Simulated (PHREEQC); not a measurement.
Make-up at 25 °C: 1.7 mol/kgw LiCl and 2.4 mol/kgw MnCl2. Closed to the air; pH follows from the charge balance.

Model: ion-association model with all activity coefficients set to 1, phreeqc.dat, run in PHREEQC.

This is a speciation only: nothing precipitates in the calculation.

Problem. Estimate the pH, activity of water.

Solution. pH 5.83; activity of water 0.892.

Problem. In which forms is Cl present?

Solution. Cl- 35 %, MnCl2 27 %, MnCl3- 25 %, MnCl+ 14 % of the Cl.

Ionic strength above about 0.7 mol/kgw puts this run outside the model's range.
